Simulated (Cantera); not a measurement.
What does this Cantera script print?

```python
import numpy as np
import cantera as ct

gas_names = """
    CL CLO CL2 Mg MgCL MgCL2 MgO Mg2 O O2 O3 Si SiCL SiCL2 SiCL3 SiCL4 SiO SiO2 Si2 Si3
""".split()
cond_names = """
    Mg(cr) Mg(L) MgCL2(s) MgCL2(L) MgO(s) MgO(L) MgSiO3(I) MgSiO3(II) MgSiO3(III) MgSiO3(L) Mg2SiO4(s)
    Mg2SiO4(L) Si(cr) Si(L) SiO2(Lqz) SiO2(hqz) SiO2(L)
""".split()


# ... load() reads the species with a 1 bar reference pressure and builds the phases ...
atoms = {
    'SiO2': {'Si': 1, 'O': 2},
    'MgCl2': {'Mg': 1, 'CL': 2},
    'O2': {'O': 2},
}
top_T = {}  # K; cautious upper limits of use, not melting points


# ... equilibrate(T, P, feed) seeds the gas with the atoms and calls Mixture.equilibrate('TP', solver="vcs", rtol=1e-11, max_steps=5000) ...
results = []
T = 1423  # K
P = 133.322  # Pa
for m in [0.35, 0.47, 0.62, 0.84, 1.1, 1.5, 2, 2.7, 3.6]:
    feed = {'SiO2': 1, 'MgCl2': 0.62, 'O2': m}  # mol
    mix = equilibrate(T, P, feed)
    results.append((T, P, feed, dict(zip(mix.species_names, mix.species_moles))))

top = {s: max(r[3][s] / sum(r[3][g] for g in gas_names) for r in results) for s in gas_names}
cols = sorted((s for s in top if top[s] > 0.001), key=lambda s: -top[s])[:8]
seen = [c for c in cond_names if any(r[3].get(c, 0) > 1e-12 for r in results)]
print("log10 of partial pressures in bar; condensed amounts in mol")
print(f"{'n(O2)':>10s}" + "".join(f"{s[:9]:>10s}" for s in cols + seen))
for T, P, feed, n in results:
    ng = sum(n[g] for g in gas_names)
    print(f"{feed['O2']:10.4g}" + "".join(f"{np.log10(max(n[s] / ng * P / 1e5, 1e-99)):10.3f}" for s in cols)
          + "".join(f"{n.get(c, 0):10.4g}" for c in seen))
```

Output:

```
log10 of partial pressures in bar; condensed amounts in mol
     n(O2)        O2        CL       CL2     MgCL2 MgSiO3(II SiO2(hqz)
      0.35    -3.875    -3.179    -3.417    -3.810    0.5096    0.4904
      0.47    -3.603    -3.199    -3.458    -3.987    0.5368    0.4632
      0.62    -3.431    -3.231    -3.521    -4.136    0.5522    0.4478
      0.84    -3.296    -3.275    -3.610    -4.293    0.5638    0.4362
       1.1    -3.207    -3.322    -3.703    -4.431    0.5714    0.4286
       1.5    -3.128    -3.384    -3.826    -4.593    0.5785    0.4215
         2    -3.072    -3.448    -3.954    -4.749    0.5841    0.4159
       2.7    -3.027    -3.521    -4.100    -4.918    0.5891    0.4109
       3.6    -2.993    -3.597    -4.253    -5.087    0.5934    0.4066
```

Equilibrium computed with Cantera from the NASA thermochemical tables; the gas is ideal and each condensed phase is pure. Mutual solubility and eutectic melting of coexisting phases are not modelled. The tables hold silica as quartz up to 1696 K and as liquid above; real silica turns to tridymite and cristobalite and melts near 1996 K. Condensed phases not in the tables: alloys, solid solutions and most ternary compounds.
